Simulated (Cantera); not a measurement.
A closed system holds: 1 mol SiCl₄, 0.086 mol HCl, a varied amount of H₂, at 1500 °C and 50.0 mbar.

Equilibrium computed with Cantera from the NASA thermochemical tables; the gas is ideal and each condensed phase is pure. Candidate condensed phases: Si; 19 gas species. The tables' values for SiCl₃, SiCl are old estimates; treat these amounts as uncertain. Gases not in the tables: Si₂H₆ and higher silanes. Equilibrium is a limit: real reactors are often held back by kinetics, nucleation or transport.

log p: log10 of the partial pressure in bar; n: condensed amount in mol.

```tsv
n(H₂) (mol)	log p H₂	log p HCl	log p SiCl₂	log p H	log p SiCl₃	log p Cl	log p SiCl	n Si(l)
30	-1.35	-2.40	-2.94	-4.22	-4.91	-5.38	-5.39	[?]
37	-1.34	-2.46	-3.07	-4.22	-5.10	-5.45	-5.45	[?]
46	-1.33	-2.52	-3.21	-4.21	-5.31	-5.52	-5.52	[?]
57	-1.33	-2.59	-3.35	-4.21	-5.53	-5.59	-5.59	[?]
70	-1.32	-2.66	-3.49	-4.21	-5.74	-5.66	-5.66	[?]
87	-1.32	-2.74	-3.65	-4.21	-5.97	-5.74	-5.74	[?]
110	-1.32	-2.82	-3.82	-4.20	-6.22	-5.82	-5.83	0.645
130	-1.31	-2.88	-3.94	-4.20	-6.41	-5.88	-5.89	0.683
160	-1.31	-2.96	-4.10	-4.20	-6.65	-5.96	-5.97	0.725
200	-1.31	-3.05	-4.27	-4.20	-6.91	-6.05	-6.05	0.764
250	-1.31	-3.13	-4.45	-4.20	-7.17	-6.14	-6.14	0.797
310	-1.31	-3.22	-4.62	-4.20	-7.43	-6.22	-6.23	0.822
380	-1.31	-3.30	-4.79	-4.20	-7.68	-6.31	-6.31	0.841
```

Task: What belongs in the gaps?

Result: 
- 30, n Si(l): 0.246
- 37, n Si(l): 0.319
- 46, n Si(l): 0.393
- 57, n Si(l): 0.462
- 70, n Si(l): 0.524
- 87, n Si(l): 0.585
